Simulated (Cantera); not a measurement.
Mixture: CH₄ : C₂H₆ : C₃H₈ : O₂ : N₂ = 1 : 0.036 : 0.037 : 3.04 : 20.4 (molar parts), equivalence ratio 0.76, at 2780 Torr, adiabatic and at constant volume. Ignition delay is the time to a rise of 400 K.

Cantera simulation using GRI-Mech 3.0 (53 species, 325 reactions); the numbers are that mechanism's predictions, not measurements.

Q: Predict: delay at 1123 K; delay at 1173 K; delay at 1223 K; delay at 1273 K; delay at 1323 K; delay at 1373 K; delay at 1423 K; apparent activation energy between 1323 and 1423 K.

A: 
| Quantity | Value |
|---|---|
| delay at 1123 K | 19.9 ms |
| delay at 1173 K | 9.73 ms |
| delay at 1223 K | 4.79 ms |
| delay at 1273 K | 2.39 ms |
| delay at 1323 K | 1.23 ms |
| delay at 1373 K | 0.654 ms |
| delay at 1423 K | 0.362 ms |
| apparent activation energy between 1323 and 1423 K | 190 kJ/mol |
